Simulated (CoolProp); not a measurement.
The fluid at 256.94 K and 2.46 MPa flows at 0.88 m/s in a round tube of 4.6 mm bore and 45 µm roughness, fully developed (64/Re and Nu = 3.66 if laminar; Colebrook and Gnielinski if turbulent). The same conditions are run with several fluids, on thermodynamics alone (safety and materials aside).

Computed with CoolProp (reference Helmholtz-energy equation of state of each fluid (C3F8 (R218): Lemmon 2006; R404A: Lemmon 2003; R22: Kamei 1995; n-pentane: Thol 2019; R236FA: Pan 2012)). Blends and air are pseudo-pure fits.

Rank C3F8 (R218), R404A, R22, n-pentane, R236FA by Reynolds number, highest first.

R22 (25300), R404A (21700), C3F8 (R218) (18800), R236FA (11700), n-pentane (9530)

```csv
fluid,Darcy friction factor,pressure drop (Pa/m),heat-transfer coefficient (W/(m² K)),mass flow (kg/h)
C3F8 (R218),0.0406,5270,2190,81.2
R404A,0.0403,4130,3050,64.1
R22,0.0399,4510,3790,70.6
n-pentane,0.0431,2410,2250,34.9
R236FA,0.0422,5320,2150,78.9
```

Transport values come from each fluid's own correlations; those of C3F8 (R218), R22, n-pentane, R236FA are estimates that may be off by 10 % or more.
